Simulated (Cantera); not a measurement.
Carbothermic reduction: PbO + CO + N₂

Input: 1 mol PbO, 9.1 mol CO, 0.39 mol N₂, at 2173.15 K and 13.3 mbar.

Method: chemical equilibrium by Gibbs-energy minimisation in Cantera with the NASA 1993 tables (ideal gas, pure condensed phases). Candidate condensed phases: C, Pb, PbO, PbO₂, Pb₃O₄; 27 gas species. Kinetics and transport are ignored.

```yaml
x(CO): 0.773
x(Pb): 0.0948
x(CO₂): 0.0946
x(N₂): 0.0372
x(PbO): 0.000492
x(O): 0.000104
x(NO): 2.98e-5
x(O₂): 2.81e-5
gas_amount: 10.49 mol
log10 activity of Pb(l) (absent): -3.22
log10 activity of C(graphite) (absent): -6.00
```
